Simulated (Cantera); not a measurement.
## B₂H₆ + O₂ + H₂ (boron, boron nitride and boron oxide)

Input: 1 mol B₂H₆, 0.22 mol O₂, 42 mol H₂, held at 1923 K and 0.0430 bar.

Equilibrium computed with Cantera from the NASA thermochemical tables; the gas is ideal and each condensed phase is pure. Candidate condensed phases: B, B₂O₃, B₃O₃H₃, H₂O; 23 gas species. The feed counts by its element totals alone. The tables' values for BH₂ are old estimates; treat these amounts as uncertain. Kinetics and transport are ignored.

- x(H₂) = 0.986
- x(HBO) = 0.00860
- x(H) = 0.00451
- x(BO) = 0.000616
- x(BH₂) = 0.000291
- x(B₂O₂) = 0.000230
- x(B₂O) = 7.38e-6
- x(HBO₂) = 6.51e-6
- x(BH₃) = 5.91e-6
- n(B(s)) = 1.55 mol
- gas amount = 45.34 mol
- log10 activity of B₃O₃H₃(s) (absent) = -13.69
